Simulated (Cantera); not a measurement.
A Cantera script and its output.

```python
import numpy as np
import cantera as ct

gas = ct.Solution("gri30.yaml")
gas.TPX = 1575, 380000, {'C3H8': 1, 'O2': 3.57, 'N2': 13.4}
reactor = ct.IdealGasConstPressureReactor(gas, energy="on", clone=False)
net = ct.ReactorNet([reactor])
net.rtol, net.atol = 1e-08, 1e-16
show = ['C3H8', 'O2', 'NO2', 'CO', 'NO']
times = np.geomspace(2e-06, 0.5, 16)

steps = ct.SolutionArray(gas, extra=["t"])
rows = []
print(f"{'t/s':>10s}{'T/K':>9s}{'P/Pa':>11s}" + "".join(f"{s:>11s}" for s in show))
for t in times:
    while net.time < t:
        t_next = net.step()
        steps.append(gas.state, t=t_next)
    rows.append([np.interp(t, steps.t, y) for y in (steps.T, steps.P, *steps(*show).X.T)])
    print(f"{t:10.3e}{rows[-1][0]:9.1f}{rows[-1][1]:11.4g}" + "".join(f"{x:11.3e}" for x in rows[-1][2:]))
rate = np.gradient(steps.T, steps.t)
print("integrator steps:", len(steps.t))
if steps.T.max() > steps.T[0] + 200:
    print(f"time of steepest temperature rise: {steps.t[rate.argmax()]:.4e} s")
gas.TPX = 1575, 380000, {'C3H8': 1, 'O2': 3.57, 'N2': 13.4}
gas.equilibrate("HP")
print(f"equilibrium (HP): T = {gas.T:.1f} K  " + "  ".join(f"{s} {gas[s].X[0]:.3e}" for s in show))
```

It prints:

```
       t/s      T/K       P/Pa       C3H8         O2        NO2         CO         NO
 2.000e-06   1564.7    3.8e+05  5.280e-02  1.973e-01  2.351e-14  3.281e-05  3.764e-12
 4.580e-06   1562.5    3.8e+05  4.735e-02  1.943e-01  5.082e-13  3.722e-04  3.144e-11
 1.049e-05   1579.7    3.8e+05  3.233e-02  1.833e-01  1.014e-11  3.374e-03  2.314e-10
 2.402e-05   2697.6    3.8e+05  2.716e-38  6.493e-03  2.326e-08  1.031e-01  1.726e-04
 5.501e-05   2873.5    3.8e+05  3.567e-37  3.355e-03  8.685e-08  1.017e-01  6.289e-04
 1.260e-04   2906.9    3.8e+05  1.126e-36  2.618e-03  1.944e-07  1.015e-01  1.450e-03
 2.885e-04   2902.9    3.8e+05  1.305e-36  2.454e-03  3.560e-07  1.018e-01  2.724e-03
 6.608e-04   2898.7    3.8e+05  1.432e-36  2.337e-03  4.828e-07  1.021e-01  3.775e-03
 1.513e-03   2897.8    3.8e+05  1.459e-36  2.314e-03  5.080e-07  1.021e-01  3.990e-03
 3.466e-03   2897.8    3.8e+05  1.460e-36  2.313e-03  5.084e-07  1.021e-01  3.993e-03
 7.937e-03   2897.8    3.8e+05  1.460e-36  2.313e-03  5.084e-07  1.021e-01  3.993e-03
 1.818e-02   2897.8    3.8e+05  1.460e-36  2.313e-03  5.084e-07  1.021e-01  3.993e-03
 4.163e-02   2897.8    3.8e+05  1.460e-36  2.313e-03  5.084e-07  1.021e-01  3.993e-03
 9.533e-02   2897.8    3.8e+05  1.460e-36  2.313e-03  5.084e-07  1.021e-01  3.993e-03
 2.183e-01   2897.8    3.8e+05  1.460e-36  2.313e-03  5.084e-07  1.021e-01  3.993e-03
 5.000e-01   2897.8    3.8e+05  1.460e-36  2.313e-03  5.084e-07  1.021e-01  3.993e-03
integrator steps: 1653
time of steepest temperature rise: 1.9034e-05 s
equilibrium (HP): T = 2897.8 K  C3H8 2.201e-36  O2 2.313e-03  NO2 5.084e-07  CO 1.021e-01  NO 3.993e-03
```

Cantera simulation using GRI-Mech 3.0 (53 species, 325 reactions); the numbers are that mechanism's predictions, not measurements. GRI-Mech 3.0 was tuned for natural gas; its chemistry of propane as a main component is partial and can be far from experiment.
